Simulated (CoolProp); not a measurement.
Dimethyl ether along the isotherm 525 K: fugacity coefficient from the reference equation and from simpler models built on Tc = 400.4 K, pc = 5.337 MPa, ω = 0.196; each cubic takes its own stable root.

Computed with CoolProp (reference Helmholtz-energy equation of state, Wu 2011).

| p (MPa) | phase | reference | van der Waals | Redlich-Kwong | Soave-Redlich-Kwong | Peng-Robinson |
|---|---|---|---|---|---|---|
| 2.05 | gas | 0.9439 | 0.9430 | 0.9434 | 0.9516 | 0.9416 |
| 4.11 | gas | 0.8916 | 0.8871 | 0.8893 | 0.9056 | 0.8872 |
| 6.16 | supercritical | 0.8432 | 0.8328 | 0.8385 | 0.8628 | 0.8375 |
| 8.21 | supercritical | 0.7981 | 0.7803 | 0.7910 | 0.8230 | 0.7921 |
| 10.3 | supercritical | 0.7558 | 0.7296 | 0.7465 | 0.7859 | 0.7506 |
| 12.3 | supercritical | 0.7190 | 0.6861 | 0.7083 | 0.7542 | 0.7155 |
| 14.4 | supercritical | 0.6847 | 0.6478 | 0.6734 | 0.7249 | 0.6833 |
| 16.4 | supercritical | 0.6562 | 0.6187 | 0.6451 | 0.7010 | 0.6571 |
| 18.5 | supercritical | 0.6305 | 0.5947 | 0.6203 | 0.6797 | 0.6336 |
| 20.5 | supercritical | 0.6098 | 0.5769 | 0.6007 | 0.6627 | 0.6146 |
| 22.6 | supercritical | 0.5915 | 0.5626 | 0.5837 | 0.6480 | 0.5979 |
| 24.6 | supercritical | 0.5769 | 0.5523 | 0.5705 | 0.6365 | 0.5845 |
| 26.7 | supercritical | 0.5642 | 0.5443 | 0.5591 | 0.6267 | 0.5728 |
